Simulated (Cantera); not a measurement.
A perfectly stirred reactor is fed with H₂ : O₂ = 0.0082 : 1 (molar parts), equivalence ratio 0.0041, at 810 Pa; it is held at 1473 K, and followed from long to short residence time.

Cantera simulation using GRI-Mech 3.0 (53 species, 325 reactions); the numbers are that mechanism's predictions, not measurements. Radical loss at walls, strong at low pressure, is not modelled.

One state of this run: x H₂ = 0.000301; x O₂ = 0.984; x OH = 0.00148; x O = 0.00669; x H₂O = 0.00700; x H₂O₂ = 4.33e-9; x H = 0.000189. x: mole fraction; the columns are a selection and need not sum to one.

**Question.** Which value of τ (s) does it belong to?
A. 0.026
B. 0.0083
C. 0.26
D. 0.0026

**Answer.** A, 0.026
